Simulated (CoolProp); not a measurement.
R143a at several states: density (kg/m³) from the reference equation and from simpler models built on Tc = 345.9 K, pc = 3.762 MPa, ω = 0.261; each cubic takes its own stable root.

Model: reference Helmholtz-energy equation of state, Lemmon and Jacobsen 2000, in CoolProp.

| T (K) | p (MPa) | phase | reference | Soave-Redlich-Kwong | Peng-Robinson |
|---|---|---|---|---|---|
| 253.1 | 0.404 | liquid | 1089 | 917.7 | 1040 |
| 237.5 | 2.95 | liquid | 1143 | 970.5 | 1097 |
| 345 | 0.0893 | gas | 2.640 | 2.638 | 2.640 |
| 408.3 | 1.92 | gas | 53.36 | 52.75 | 53.65 |
